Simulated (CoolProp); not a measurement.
Values from CoolProp's reference Helmholtz-energy equation of state, Zhou 2012.

Problem. For p-xylene, give the phase and the Joule-Thomson coefficient (K/MPa), Prandtl number, fugacity coefficient at 460.3 K and 2.56 MPa.

Solution. 
- 460.3 K and 2.56 MPa: liquid; Joule-Thomson coefficient -0.181, Prandtl number 4.02, fugacity coefficient 0.124

Viscosity comes from a separate model (Balogun 2015). Thermal conductivity comes from a separate model (Mylona 2014).
